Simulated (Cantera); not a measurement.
Charge: 1 mol SiC, a varied amount of O2, 61 mol H2, held at 1500 K and 1.50 Pa.

Method: chemical equilibrium by Gibbs-energy minimisation in Cantera with the NASA 1993 tables (ideal gas, pure condensed phases). Candidate condensed phases: C, C6H6, C7H8, C8H18, H2O, Si, SiC, SiO2; 123 gas species. The numbers say what is thermodynamically allowed, not how fast it happens.

Q: What share of the Si ends up in condensed phases as a function of n(O2) (mol), at 0.23, 0.35, 0.46, 0.58, 0.7, 0.81, 0.93, 1?

A: 
```json
[
 {"n(O2) (mol)": "0.23", "Si condensed (%)": "76.6", "as": "SiC(s)"},
 {"n(O2) (mol)": "0.35", "Si condensed (%)": "64.6", "as": "SiC(s)"},
 {"n(O2) (mol)": "0.46", "Si condensed (%)": "53.6", "as": "SiC(s)"},
 {"n(O2) (mol)": "0.58", "Si condensed (%)": "41.6", "as": "SiC(s)"},
 {"n(O2) (mol)": "0.7", "Si condensed (%)": "29.6", "as": "SiC(s)"},
 {"n(O2) (mol)": "0.81", "Si condensed (%)": "18.6", "as": "SiC(s)"},
 {"n(O2) (mol)": "0.93", "Si condensed (%)": "6.6", "as": "SiC(s)"},
 {"n(O2) (mol)": "1", "Si condensed (%)": "0.0", "as": "-"}
]
```
